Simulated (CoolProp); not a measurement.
Vapour-liquid equilibrium of toluene (1) + n-nonane (2) at 396.8 K; x and y are mole fractions of (1).

Values from CoolProp's multi-fluid Helmholtz-energy mixture model, Lemmon 2006 and Lemmon 2006; pair parameters Bell 2016.

### Question
Give the bubble pressure and the first vapour's composition at x = 0.05, 0.5, 0.8. Is there an azeotrope?

### Answer
x = 0.05: 0.5317 bar, y = 0.164; x = 0.5: 1.036 bar, y = 0.752; x = 0.8: 1.289 bar, y = 0.907. No azeotrope shows between x = 0.05 and 0.95.

Pair parameters are fitted to limited data, so mixtures are less certain than the pure fluids.
